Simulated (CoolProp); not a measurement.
Vapour-liquid equilibrium of dimethyl carbonate (1) + n-nonane (2) at 0.0215 MPa; x and y are mole fractions of (1).

Computed with CoolProp (multi-fluid Helmholtz-energy mixture model, Zhou 2011 and Lemmon 2006; pair parameters Bell 2016).

```tsv
x	bubble temperature, mixture model (°C)	bubble temperature, Raoult's law (°C)	y, mixture model	y, Raoult's law
0.05	81.8	93.7	0.534	0.264
0.15	___	83.2	0.814	0.563
0.25	54.9	75.4	0.883	0.721
0.35	___	69.4	0.907	0.814
0.45	50.2	64.6	___	0.874
0.55	49.8	60.6	___	0.914
0.65	___	57.1	0.921	0.944
0.75	___	54.2	___	0.965
0.85	49.0	51.6	0.934	0.982
0.95	48.4	49.2	0.966	0.995
```

**Question.** Complete the blanks.

**Answer.** 
- 0.15, bubble temperature, mixture model (°C): 62.8
- 0.35, bubble temperature, mixture model (°C): 51.5
- 0.45, y, mixture model: 0.916
- 0.55, y, mixture model: 0.919
- 0.65, bubble temperature, mixture model (°C): 49.7
- 0.75, bubble temperature, mixture model (°C): 49.5
- 0.75, y, mixture model: 0.923

The largest gap from Raoult's law is -20.5 K in bubble temperature, at x = 0.25. No azeotrope shows between x = 0.05 and 0.95.

Pair parameters are fitted to limited data, so mixtures are less certain than the pure fluids. With so large a gap from Raoult's law the liquid may split in two, which this calculation doesn't test in full.
